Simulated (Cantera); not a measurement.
## Aluminium nitride and oxide growth: Al(CH3)3 + H2O + H2

A closed system holds: 1 mol Al(CH3)3, 21 mol H2O, a varied amount of H2, at 1450 °C and 0.000880 bar.

Method: chemical equilibrium by Gibbs-energy minimisation in Cantera with the NASA 1993 tables (ideal gas, pure condensed phases). Candidate condensed phases: Al, Al2O3, C, C6H6, C7H8, C8H18, H2O; 121 gas species. The feed counts by its element totals alone. Rates play no part.

```json
[
 {"n(H2) (mol)": "9.6", "x H2": "0.500", "x H2O": "0.417", "x CO": "0.0635", "x CO2": "0.0151", "x H": "0.00435", "x OH": "0.000199", "n Al2O3(s)": "0.500"},
 {"n(H2) (mol)": "17", "x H2": "0.578", "x H2O": "0.352", "x CO": "0.0560", "x CO2": "0.00973", "x H": "0.00467", "x OH": "0.000156", "n Al2O3(s)": "0.500"},
 {"n(H2) (mol)": "29", "x H2": "0.662", "x H2O": "0.281", "x CO": "0.0464", "x CO2": "0.00560", "x H": "0.00500", "x OH": "0.000116", "n Al2O3(s)": "0.500"},
 {"n(H2) (mol)": "50", "x H2": "0.750", "x H2O": "0.207", "x CO": "0.0353", "x CO2": "0.00278", "x H": "0.00532", "x OH": "8.05e-5", "n Al2O3(s)": "0.500"},
 {"n(H2) (mol)": "86", "x H2": "0.826", "x H2O": "0.142", "x CO": "0.0249", "x CO2": "0.00122", "x H": "0.00559", "x OH": "5.28e-5", "n Al2O3(s)": "0.500"},
 {"n(H2) (mol)": "150", "x H2": "0.886", "x H2O": "0.0917", "x CO": "0.0163", "x CO2": "0.000480", "x H": "0.00579", "x OH": "3.28e-5", "n Al2O3(s)": "0.500"},
 {"n(H2) (mol)": "260", "x H2": "0.927", "x H2O": "0.0568", "x CO": "0.0102", "x CO2": "0.000178", "x H": "0.00592", "x OH": "1.99e-5", "n Al2O3(s)": "0.500"}
]
```
x: gas mole fraction; n: condensed amount in mol.

From 9.6 mol H2 to 260 mol H2 the condensed part is Al2O3(s).
